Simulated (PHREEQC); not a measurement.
A made-up water analysis in mg/L, 75 °C, pH 2.4, pe 11.2: Na 249; K 63.5; Ca 131; Mg 10.3; Cl 157; S(6) as SO4 1130; B 0.797; Cu(2) 7.08; Si as SiO2 6.07; F 2.36; Br 0.894.

Valence states are taken as typed.

The numbers come from PHREEQC with the ion-association model, wateq4f.dat.

Each row changes one thing in this solution. No solid was allowed to form.

| case | ionic strength (mol/kgw) | SO4-2 (mol/kgw) | HSO4- (mol/kgw) | Ca+2 (mol/kgw) | K+ (mol/kgw) | Mg+2 (mol/kgw) | SI of Quartz (SiO2) | SI of Gypsum (CaSO4:2H2O) |
|---|---|---|---|---|---|---|---|---|
| as made | 0.0295 | 0.00564 | 0.00462 | 0.00226 | 0.00156 | 0.000210 | -0.64 | -0.78 |
| S(6) from 1130 to 3390 mg/L | [?] | 0.0192 | 0.0135 | 0.00163 | 0.00147 | 0.000128 | -0.64 | -0.56 |
| temperature from 75 to 35 °C at the same typed pH | [?] | 0.00792 | 0.00233 | 0.00223 | 0.00158 | 0.000259 | -0.15 | -0.74 |
| all concentrations times 3 at the same typed pH | 0.0809 | 0.0173 | 0.0113 | 0.00562 | 0.00448 | 0.000468 | -0.16 | -0.15 |

**Question.** Some entries are withheld; supply them.

**Answer.** 
- S(6) from 1130 to 3390 mg/L, ionic strength (mol/kgw): 0.0598
- temperature from 75 to 35 °C at the same typed pH, ionic strength (mol/kgw): 0.0329

Away from 25 °C the constants follow the database's enthalpies or fits; those with neither stay at their 25 °C values. SiF6-2 is the database's only silicon fluoride. Real BF4- forms and hydrolyses slowly; the run takes it at equilibrium.
